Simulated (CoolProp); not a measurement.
A single-stage vapour-compression cycle with R404A: evaporating at 312.15 K (dew point), condensing at 333.15 K (bubble point), superheat 0 K, subcooling 0 K, compressor efficiency 0.6, no pressure losses. Each further row changes one setting.

Computed with CoolProp (reference Helmholtz-energy equation of state, Lemmon 2003). It is a pseudo-pure fit of the blend.

```
case                              cooling COP  pressure ratio  discharge temperature (K)  refrigerating effect (kJ/kg)  volumetric capacity (kJ/m³)
--------------------------------  -----------  --------------  -------------------------  ----------------------------  ---------------------------
as stated                                5.92            1.63                      340.8                          83.2                         8200
evaporating temperature 317.15 K         8.11            1.44                      339.2                          83.8                         9600
condensing temperature 328.15 K          8.49            1.46                      334.2                          93.3                         9200
subcooling 5 K                           6.72            1.63                      340.8                          94.4                         9300
superheat 10 K                           6.11            1.63                      350.4                          96.8                         8580
compressor efficiency 0.5                4.93            1.63                      342.4                          83.2                         8200
```
